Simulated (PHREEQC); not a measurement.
0.24 g of hydrous ferric oxide (600 m²/g; 0.2 weak and 0.005 strong sites per Fe, Dzombak-Morel constants, diffuse double layer) in 1 kg of water with 0.001 mol/kgw of an inert sodium salt and 0.00017 mol ZnCl2, at 25 °C; the pH is set by adding NaOH or the inert anion's acid. O2 is buffered at 0.21 atm. No CO2 enters from the air. Nothing may precipitate in this run.

The series has 13 steps of pH, from 3 to 11.

The numbers come from PHREEQC with the ion-association model, wateq4f.dat.

Near which pH is half of the Zn sorbed, and on which side is more sorbed?

Near pH 6.9, with more sorbed at higher pH.

At which pH does the surface charge pass through zero?

Near pH 8.9.

Species that the database lacks are ignored. The oxide is taken as insoluble; below pH 4 it would dissolve.
